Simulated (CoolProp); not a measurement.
Saturated liquid density (kg/m³) of tetrahydrofuran: the reference equation beside estimates from Tc = 540.2 K, pc = 5304 kPa, ω = 0.234. Rackett uses Z = 0.29056 − 0.08775 ω.

The numbers come from the reference Helmholtz-energy equation of state, Fiedler 2023 in CoolProp.

```tsv
T (K)	reference	Rackett	van der Waals
350.4	822.5	832.8	506.8
360.9	809.9	819.8	499.2
371.3	797.2	806.7	491.4
381.7	784.2	793.2	483.3
392.1	770.9	779.2	474.8
402.5	757.2	764.9	466.1
412.9	743.0	750.0	456.9
423.4	728.2	734.3	447.3
433.8	712.9	718.2	437.3
444.2	696.9	701.3	426.7
```

Absolute difference from the reference over all 10 rows, mean and median: Rackett 1.0 and 1.0 %, van der Waals 38.5 and 38.4 %.
